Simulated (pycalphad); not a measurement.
Computed with pycalphad from the COST 507 light-alloy database (1999), at 1 atm. The database dates from 1999; later assessments differ in places, in temperatures and in the compounds included. Amounts are mole fractions of atoms.

**Question.** Give the equilibrium state of Al-0.153Si-4.02C (wt.%) at 1097 °C.

**Answer.** liquid, fraction 0.799, with 0.18 Si, <0.01 C wt.%; AL4C3, fraction 0.201, with 0.01 Si, 25.0 C wt.%.

**Question.** Give the equilibrium state of Al-0.153Si-4.02C (wt.%) at 617 °C.

**Answer.** fcc, fraction 0.800, with 0.07 Si, <0.01 C wt.%; AL4C3, fraction 0.186, with 0.02 Si, 25.0 C wt.%; AL8SIC7, fraction 0.014, with 8.6 Si, 25.6 C wt.%.

Database names, with the compositions (at.%) that they take in these runs: AL4C3: Al 57 C 43; AL8SIC7: Al 50 C 44 Si 6.
